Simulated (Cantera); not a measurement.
Cantera run, input and output.

```python
import numpy as np
import cantera as ct

gas = ct.Solution("gri30.yaml")
gas.TPX = 1175, 68000, {'CO': 0.0091, 'O2': 0.017, 'H2O': 0.086, 'N2': 1}
reactor = ct.IdealGasConstPressureReactor(gas, energy="off", clone=False)
net = ct.ReactorNet([reactor])
net.rtol, net.atol = 1e-08, 1e-18
show = ['CO', 'O2', 'H2O', 'NO', 'HO2', 'O']
times = np.geomspace(8e-06, 40, 11)

steps = ct.SolutionArray(gas, extra=["t"])
rows = []
print(f"{'t/s':>10s}{'T/K':>9s}{'P/Pa':>11s}" + "".join(f"{s:>11s}" for s in show))
for t in times:
    while net.time < t:
        t_next = net.step()
        steps.append(gas.state, t=t_next)
    rows.append([np.interp(t, steps.t, y) for y in (steps.T, steps.P, *steps(*show).X.T)])
    print(f"{t:10.3e}{rows[-1][0]:9.1f}{rows[-1][1]:11.4g}" + "".join(f"{x:11.3e}" for x in rows[-1][2:]))
rate = np.gradient(steps.T, steps.t)
print("integrator steps:", len(steps.t))
if steps.T.max() > steps.T[0] + 200:
    print(f"time of steepest temperature rise: {steps.t[rate.argmax()]:.4e} s")
gas.TPX = 1175, 68000, {'CO': 0.0091, 'O2': 0.017, 'H2O': 0.086, 'N2': 1}
gas.equilibrate("TP")
print(f"equilibrium (TP): T = {gas.T:.1f} K  " + "  ".join(f"{s} {gas[s].X[0]:.3e}" for s in show))
```

Result:

```
       t/s      T/K       P/Pa         CO         O2        H2O         NO        HO2          O
 8.000e-06   1175.0    6.8e+04  8.183e-03  1.529e-02  7.733e-02  6.216e-22  1.407e-12  2.174e-11
 3.741e-05   1175.0    6.8e+04  8.183e-03  1.529e-02  7.733e-02  1.642e-20  6.835e-12  9.217e-11
 1.749e-04   1175.0    6.8e+04  8.183e-03  1.529e-02  7.733e-02  3.718e-19  7.231e-11  3.664e-10
 8.181e-04   1175.0    6.8e+04  8.183e-03  1.529e-02  7.733e-02  2.304e-17  6.591e-09  8.765e-09
 3.825e-03   1175.0    6.8e+04  5.985e-03  1.433e-02  7.679e-02  5.782e-09  5.756e-06  1.248e-04
 1.789e-02   1175.0    6.8e+04  2.967e-04  1.139e-02  7.755e-02  3.557e-08  1.601e-06  8.936e-06
 8.365e-02   1175.0    6.8e+04  1.187e-05  1.124e-02  7.764e-02  3.578e-08  1.053e-07  4.118e-07
 3.912e-01   1175.0    6.8e+04  2.746e-07  1.124e-02  7.765e-02  3.627e-08  5.724e-09  2.976e-08
 1.829e+00   1175.0    6.8e+04  3.021e-09  1.124e-02  7.765e-02  3.643e-08  1.088e-09  4.444e-09
 8.554e+00   1175.0    6.8e+04  9.536e-10  1.124e-02  7.765e-02  3.644e-08  9.013e-10  2.028e-09
 4.000e+01   1175.0    6.8e+04  9.050e-10  1.124e-02  7.765e-02  3.644e-08  8.990e-10  1.890e-09
integrator steps: 1446
equilibrium (TP): T = 1175.0 K  CO 9.056e-10  O2 1.122e-02  H2O 7.765e-02  NO 4.003e-05  HO2 8.978e-10  O 1.888e-09
```

Cantera simulation using GRI-Mech 3.0 (53 species, 325 reactions); the numbers are that mechanism's predictions, not measurements.
